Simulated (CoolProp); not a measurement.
Vapour-liquid equilibrium of n-hexane (1) + n-decane (2) at 0.682 bar; x and y are mole fractions of (1).

The numbers come from the multi-fluid Helmholtz-energy mixture model, Thol 2019 and Lemmon 2006; pair parameters Kunz 2012 in CoolProp.

| x | bubble temperature (°C) | y at the bubble point | dew temperature at overall composition x (°C) | liquid density (mol/L) |
|---|---|---|---|---|
| 0.05 | 143.4 | 0.387 | 157.4 | 4.504 |
| 0.2 | 110.4 | 0.824 | 151.7 | 4.936 |
| 0.35 | 91.4 | 0.932 | 145.2 | 5.325 |
| 0.5 | 79.0 | 0.970 | 137.3 | 5.716 |
| 0.65 | 70.2 | 0.986 | 127.4 | 6.129 |
| 0.8 | 63.5 | 0.994 | 113.4 | 6.579 |
| 0.95 | 58.2 | 0.999 | 86.3 | 7.076 |

No azeotrope shows between x = 0.05 and 0.95.

The pair parameters rest on a limited set of measurements; away from them the model extrapolates.
